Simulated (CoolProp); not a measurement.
Model: reference Helmholtz-energy equation of state, Zhou 2014, in CoolProp.

Give the vapour pressure (MPa), liquid cp (kJ/(kg K)), vapour Z of saturated cyclohexane at 176.25 °C.


```csv
T (°C),p (MPa),liquid cp (kJ/(kg K)),vapour Z
176.25,0.905,2.68,0.824
```
